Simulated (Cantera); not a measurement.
A closed system holds: 1 mol C2H5OH, 3.4 mol H2O, equilibrated at 13.0 bar.

These are equilibrium values from Cantera (NASA tables, ideal gas, pure condensed phases), not measurements of a reactor. Candidate condensed phases: C, C6H6, C7H8, C8H18, H2O; 110 gas species. Equilibrium is a limit: real reactors are often held back by kinetics, nucleation or transport. All values below are at 2775 K.

Base state: H2 0.483, H2O 0.264, CO 0.219, CO2 0.0173, H 0.0144, OH 0.00217, O 4.08e-5 (mole fractions); condensed: gas only.

Problem. What changes in the equilibrium state with this change: pressure from 13.0 bar to 95.0 Pa?

Solution. 
```tsv
species	before	after
H	0.0144	0.650
CO	0.219	0.128
O	4.08e-5	0.115
H2	0.483	0.0717
H2O	0.264	0.00806
OH	0.00217	0.0201
CO2	0.0173	0.00208
O2	8.94e-6	0.00519
```

Problem. What changes in the equilibrium state with this change: H2O from 3.4 to 1.7 mol?

Solution. 
| species | before | after |
|---|---|---|
| H2 | 0.483 | 0.591 |
| CO | 0.219 | 0.289 |
| H2O | 0.264 | 0.0961 |
| CO2 | 0.0173 | 0.00680 |
| H | 0.0144 | 0.0160 |
| O | 4.08e-5 | 1.21e-5 |
| OH | 0.00217 | 0.000713 |
